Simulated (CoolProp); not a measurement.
A single-stage vapour-compression cycle with the fluid: evaporating at 293.15 K (dew point), condensing at 330.15 K (bubble point), superheat 8 K, subcooling 8 K, compressor efficiency 0.6, no pressure losses. The same conditions are run with several fluids, on thermodynamics alone (safety and materials aside).

Computed with CoolProp (reference Helmholtz-energy equation of state of each fluid (ammonia: Gao 2020; R125: Lemmon 2005; R141b: Lemmon 2006; R142b: Lemmon 2006; carbonyl sulfide: Lemmon 2006; R1336mzz(Z): McLinden 2020)).

```
fluid             cooling COP  pressure ratio  discharge temperature (K)  refrigerating effect (kJ/kg)  volumetric capacity (kJ/m³)
----------------  -----------  --------------  -------------------------  ----------------------------  ---------------------------
ammonia                  4.12            2.83                      419.0                          1070                         6870
R125                     3.45            2.46                      347.5                          81.8                         5970
R141b                    4.43            3.47                      360.3                           201                          626
R142b                    4.28            2.82                      354.1                           174                         2180
carbonyl sulfide         4.01            2.32                      385.3                           217                         6800
R1336mzz(Z)              4.32            3.71                      341.7                           142                          578
```
